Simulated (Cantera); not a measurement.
Standard-state values (1 bar) from the NASA 1993 polynomials, evaluated with Cantera. Values are per mole of reaction as written; species without (g) are pure solids or liquids, kept so even where they would boil at 1 bar.

### Question
Between 575 and 975 K, where is each reaction favourable under standard conditions?
- 4 Ta + 5 NO2(g) = 5 N(g) + 2 Ta2O5

### Answer
- 4 Ta + 5 NO2(g) = 5 N(g) + 2 Ta2O5: ΔG° is -1728 kJ at 575 K and -1638 kJ at 975 K; it stays negative (K > 1). ΔH° is -1837 kJ and ΔS° -204 J/K at 975 K.
